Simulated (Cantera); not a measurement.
A closed system holds: 1 mol borazine, 0.48 mol N2, at 802 °C and 0.100 bar.

Cantera equilibrium calculation (NASA polynomials, part measured and part estimated; ideal gas, pure solids and liquids). Candidate condensed phases: B, BN; 15 gas species. The feed counts by its element totals alone. Kinetics and transport are ignored.

Base state: H2 0.862, N2 0.138, NH3 1.09e-5 (mole fractions); condensed: BN(s).

### Question
What changes in the equilibrium state with this change: 0.022 mol O2 added?

### Answer
| species | before | after |
|---|---|---|
| H2 | 0.862 | 0.857 |
| N2 | 0.138 | 0.141 |
| H2O | 0 | 0.00195 |
| HBO2 | 0 | 1.57e-5 |
| NH3 | 1.09e-5 | 1.09e-5 |
| BN(s), mol | 3.00 | 2.98 |
| B2O3(l), mol | 0 | 0.0124 |
Mutual solubility and eutectic melting of coexisting phases are not modelled. Gases not in the tables: H3BO3. Further candidate phases: B2O3, B3O3H3, H2O.

### Question
What changes in the equilibrium state with this change: temperature from 802 °C to 1552 °C?

### Answer
```json
[
 {"species": "H2", "before": "0.862", "after": "0.861"},
 {"species": "N2", "before": "0.138", "after": "0.138"},
 {"species": "H", "before": "4.31e-8", "after": "0.00129"},
 {"species": "NH3", "before": "1.09e-5", "after": "8.22e-7"},
 {"species": "BN(s), mol", "before": "3.00", "after": "3.00"}
]
```
